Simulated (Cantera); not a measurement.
Charge: 1 mol SiHCl3, 0.48 mol CH4, 150 mol H2, held at 0.133 bar.

Cantera equilibrium calculation (NASA polynomials, part measured and part estimated; ideal gas, pure solids and liquids). Candidate condensed phases: C, C6H6, C7H8, C8H18, Si, SiC; 109 gas species. Mutual solubility and eutectic melting of coexisting phases are not modelled. The tables' values for SiCl3, SiCl are old estimates; treat these amounts as uncertain. Gases not in the tables: Si2H6 and higher silanes. Equilibrium is a limit: real reactors are often held back by kinetics, nucleation or transport.

log p: log10 of the partial pressure in bar; n: condensed amount in mol.

```csv
T (°C),log p H2,log p HCl,log p H,log p SiCl2,log p Si,log p SiHCl3,n Si(s),n SiC(s),n Si(l)
950,-0.88,-2.65,-6.96,-4.03,-11.49,-4.58,0.344,0.479,0
1050,-0.88,-2.63,-6.24,-3.94,-10.05,-5.21,0.369,0.480,0
1150,-0.88,-2.63,-5.62,-3.90,-8.82,-5.79,0.368,0.480,0
1250,-0.88,-2.63,-5.08,-3.87,-7.74,-6.31,0.360,0.480,0
1350,-0.88,-2.63,…,-3.84,…,…,0.351,0.480,0
1450,-0.88,-2.63,…,-3.85,…,…,0,0.480,0.350
1550,-0.88,-2.63,-3.81,-3.90,-5.35,-7.59,0,0.480,0.359
1650,-0.88,-2.62,-3.47,-3.94,-4.77,-7.97,0,0.479,0.348
1750,-0.89,-2.62,-3.16,-3.99,-4.24,-8.31,0,0.477,0.290
```

Complete the blanks.


- 1350, log p H: -4.60
- 1350, log p Si: -6.81
- 1350, log p SiHCl3: -6.76
- 1450, log p H: -4.18
- 1450, log p Si: -6.01
- 1450, log p SiHCl3: -7.18
